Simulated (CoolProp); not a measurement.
A single-stage vapour-compression cycle with the fluid: evaporating at 292.15 K (dew point), condensing at 315.15 K (bubble point), superheat 0 K, subcooling 8 K, compressor efficiency 0.9, no pressure losses. The same conditions are run with several fluids, on thermodynamics alone (safety and materials aside).

Values from CoolProp's reference Helmholtz-energy equation of state of each fluid (R410A: Lemmon 2003; vinyl chloride: Thol 2022; the fluoroketone C6F12O (FK-5-1-12): McLinden 2015; CH2F2 (R32): Tillner-Roth 1997; R227EA: Lemmon 2016; R125: Lemmon 2005). Blends and air are pseudo-pure fits.

```csv
fluid,cooling COP,pressure ratio,discharge temperature (K),refrigerating effect (kJ/kg),volumetric capacity (kJ/m³)
R410A,?,1.81,326.0,171,9410
vinyl chloride,11.0,1.94,328.5,304,2760
the fluoroketone C6F12O (FK-5-1-12),?,2.53,315.1,?,334
CH2F2 (R32),?,1.81,332.6,254,10100
R227EA,10.6,1.97,315.1,?,2920
R125,9.82,?,318.1,?,?
```

Problem. Complete the blanks.

Solution. 
- R410A, cooling COP: 10.00
- the fluoroketone C6F12O (FK-5-1-12), cooling COP: 10.8
- the fluoroketone C6F12O (FK-5-1-12), refrigerating effect (kJ/kg): 79.9
- CH2F2 (R32), cooling COP: 10.2
- R227EA, refrigerating effect (kJ/kg): 97.1
- R125, pressure ratio: 1.80
- R125, refrigerating effect (kJ/kg): 95.9
- R125, volumetric capacity (kJ/m³): 7250

The compression ends wet for: the fluoroketone C6F12O (FK-5-1-12); R227EA.
